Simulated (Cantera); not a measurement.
**Si2Cl6 + Cl2 + H2 (silicon epitaxy and polysilicon growth)**

A closed system holds: 1 mol Si2Cl6, 0.031 mol Cl2, 14 mol H2, held at 85.0 mbar.

These are equilibrium values from Cantera (NASA tables, ideal gas, pure condensed phases), not measurements of a reactor. Candidate condensed phases: Si; 19 gas species. The feed counts by its element totals alone. The tables' values for SiCl3, SiCl are old estimates; treat these amounts as uncertain. Rates play no part.

```csv
T (K),x H2,x HCl,x SiCl2,x SiCl4,x SiHCl3,x SiCl3,x SiH2Cl2,n Si(s)
823,0.892,0.00318,1.24e-5,0.0774,0.0262,0.000104,0.000748,0.389
898,0.889,0.00753,8.61e-5,0.0766,0.0252,0.000369,0.000784,0.408
973,0.884,0.0155,0.000435,0.0746,0.0240,0.00106,0.000803,0.438
1048,0.874,0.0283,0.00170,0.0705,0.0223,0.00256,0.000801,0.478
1123,0.859,0.0467,0.00537,0.0631,0.0199,0.00522,0.000768,0.521
1198,0.838,0.0702,0.0138,0.0515,0.0166,0.00898,0.000695,0.546
1273,0.813,0.0957,0.0291,0.0363,0.0123,0.0127,0.000580,0.530
1348,0.788,0.118,0.0498,0.0208,0.00788,0.0144,0.000434,0.466
1423,0.770,0.133,0.0696,0.00957,0.00429,0.0130,0.000293,0.385
1498,0.759,0.141,0.0837,0.00378,0.00209,0.00995,0.000185,0.320
1573,0.755,0.143,0.0923,0.00143,0.000995,0.00707,0.000114,0.275
1648,0.753,0.144,0.0974,0.000552,0.000483,0.00494,7.20e-5,0.243
```
x: gas mole fraction; n: condensed amount in mol.

From 823 K to 1648 K the condensed part is Si(s). The main Si-bearing gas is SiCl4 at 823 K and SiCl2 at 1648 K. The share of Si in condensed phases is highest at 1198 K (27.3 %) and lowest at 1648 K (12.2 %).
